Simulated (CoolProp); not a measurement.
Vapour-liquid equilibrium of acetone (1) + n-decane (2) at 357.7 K; x and y are mole fractions of (1).

Computed with CoolProp (multi-fluid Helmholtz-energy mixture model, Lemmon 2006 and Lemmon 2006; pair parameters Bell 2016).

```csv
x,"bubble pressure, mixture model (MPa)","bubble pressure, Raoult's law (MPa)","y, mixture model","y, Raoult's law"
0.05,0.02873,0.01703,0.831,0.721
0.15,0.07563,0.04108,0.940,0.896
0.25,0.1151,0.06513,0.963,0.942
0.35,0.1442,0.08918,0.972,0.964
0.45,0.1639,0.1132,0.977,0.976
0.55,0.1776,0.1373,0.980,0.984
0.65,0.1888,0.1613,0.983,0.989
0.75,0.2005,0.1854,0.986,0.993
0.85,0.2149,0.2094,0.990,0.996
0.95,0.2339,0.2335,0.996,0.999
```

The largest gap from Raoult's law is +84.1 % in bubble pressure, at x = 0.15. No azeotrope shows between x = 0.05 and 0.95.

The pair parameters rest on a limited set of measurements; away from them the model extrapolates. With so large a gap from Raoult's law the liquid may split in two, which this calculation doesn't test in full.
